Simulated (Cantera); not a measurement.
Charge: 1 mol FeCl3, a varied amount of H2, at 0.00540 bar.

Method: chemical equilibrium by Gibbs-energy minimisation in Cantera with the NASA 1993 tables (ideal gas, pure condensed phases). Candidate condensed phases: Fe, FeCl2, FeCl3; 11 gas species. The numbers say what is thermodynamically allowed, not how fast it happens.

Stable condensed phases, one row left out:

```
T in °C \ n(H2) in mol
         0.34 0.52  0.8  1.2  1.9  2.9  4.5  6.9   11   16   25   39
   1502     A    A    A    A    B    B    B    B    B    B    B    B
   1427     A    A    A    A    B    B    B    B    B    B    B    B
   1352     A    A    A    A    B    B    B    B    B    B    B    B
   1277     A    A    A    A    B    B    B    B    B    B    B    B
   1202     A    A    A    A    B    B    B    B    B    B    B    B
   1127     A    A    A    B    B    B    B    B    B    B    B    B
   1052     A    A    A    B    B    B    B    B    B    B    B    B
    977     A    A    A    B    B    B    B    B    B    B    B    B
    902     A    A    A    B    B    B    B    B    B    B    B    B
    827     A    A    B    B    B    B    B    B    B    B    B    B
    752     A    A    B    B    B    B    B    B    B    B    B    B
    677     A    A    B    B    B    B    B    B    B    B    B    B
    527     C    C    C    C    D    D    D    B    B    B    B    B
```

A: gas only; B: Fe; C: FeCl2; D: Fe + FeCl2.

Problem. Give the row for 602 °C.

Solution. 0.34: FeCl2; 0.52: FeCl2; 0.8: Fe + FeCl2; 1.2: Fe + FeCl2; 1.9: Fe; 2.9: Fe; 4.5: Fe; 6.9: Fe; 11: Fe; 16: Fe; 25: Fe; 39: Fe.
